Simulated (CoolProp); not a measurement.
The fluid at 298.15 K and 0.336 MPa (stagnation) flows isentropically through a choked orifice. The same conditions are run with several fluids, on thermodynamics alone (safety and materials aside).

The numbers come from the reference Helmholtz-energy equation of state of each fluid (propane: Lemmon 2009; hydrogen chloride: Thol 2018; R134a: Tillner-Roth 1994; fluoroethane (R161): Wu 2012; ethylene: Smukala 2000) in CoolProp.

### Question
Rank propane, hydrogen chloride, R134a, fluoroethane (R161), ethylene by throat to inlet pressure ratio, highest first.

### Answer
R134a (0.588), propane (0.582), fluoroethane (R161) (0.573), ethylene (0.553), hydrogen chloride (0.529)

```tsv
fluid	mass flux (kg/(m² s))	throat temperature (K)
propane	917	278.8
hydrogen chloride	890	248.8
R134a	1390	281.3
fluoroethane (R161)	970	273.8
ethylene	751	264.1
```
